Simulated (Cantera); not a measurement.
A Cantera script and what it prints.

```python
import numpy as np
import cantera as ct

gas_names = """
    H HO2 H2 H2O H2O2 Mg MgH MgO MgOH MgO2H2 Mg2 O OH O2 O3 Si SiH SiH2 SiH3 SiH4 SiO SiO2 Si2 Si3
""".split()
cond_names = """
    H2O(s) H2O(L) Mg(cr) Mg(L) MgO(s) MgO(L) MgO2H2(s) MgSiO3(I) MgSiO3(II) MgSiO3(III) MgSiO3(L)
    Mg2SiO4(s) Mg2SiO4(L) Si(cr) Si(L) SiO2(Lqz) SiO2(hqz) SiO2(L)
""".split()


# ... load() reads the species with a 1 bar reference pressure and builds the phases ...
atoms = {
    'SiO2': {'Si': 1, 'O': 2},
    'MgO': {'Mg': 1, 'O': 1},
    'H2O': {'H': 2, 'O': 1},
}
top_T = {}  # K; cautious upper limits of use, not melting points


# ... equilibrate(T, P, feed) seeds the gas with the atoms and calls Mixture.equilibrate('TP', solver="vcs", rtol=1e-11, max_steps=5000) ...
results = []
feed = {'SiO2': 1, 'MgO': 0.86, 'H2O': 0.26}  # mol
T = 1673  # K
P = 1400  # Pa
mix = equilibrate(T, P, feed)
results.append((T, P, feed, dict(zip(mix.species_names, mix.species_moles))))
print(gas.report(threshold=1e-06))
for i in range(1, mix.n_phases):
    print(f"{mix.phase(i).name:16s} {mix.phase_moles(i):12.5e} mol")
```

Output:

```
       temperature   1673 K
          pressure   1400 Pa
           density   0.0018097 kg/m^3
  mean mol. weight   17.981 kg/kmol
   phase of matter   gas

                          1 kg             1 kmol
                     ---------------   ---------------
          enthalpy       -1.0228e+07       -1.8391e+08  J
   internal energy       -1.1002e+07       -1.9782e+08  J
           entropy             16213        2.9151e+05  J/K
    Gibbs function       -3.7352e+07       -6.7162e+08  J
 heat capacity c_p            2720.8             48922  J/K
 heat capacity c_v            2258.4             40608  J/K

                      mass frac. Y      mole frac. X     chem. pot. / RT
                     ---------------   ---------------   ---------------
                 H        3.1058e-06        5.5401e-05           -14.453
                H2        0.00037148         0.0033133           -28.905
               H2O           0.99625           0.99436           -48.375
                 O        9.6204e-06        1.0812e-05            -19.47
                OH        0.00075657        0.00079988           -33.922
                O2         0.0026073         0.0014651           -38.939
     [  +18 minor]        7.4787e-07        2.4818e-07

Mg(L)             0.00000e+00 mol
MgO(s)            0.00000e+00 mol
MgSiO3(III)       8.60000e-01 mol
Mg2SiO4(s)        0.00000e+00 mol
Si(cr)            0.00000e+00 mol
SiO2(hqz)         1.40000e-01 mol
```

Method: chemical equilibrium by Gibbs-energy minimisation in Cantera with the NASA 1993 tables (ideal gas, pure condensed phases). Mutual solubility and eutectic melting of coexisting phases are not modelled. The tables hold silica as quartz up to 1696 K and as liquid above; real silica turns to tridymite and cristobalite and melts near 1996 K. Condensed phases not in the tables: alloys, solid solutions and most ternary compounds. Gases not in the tables: Si(OH)4.
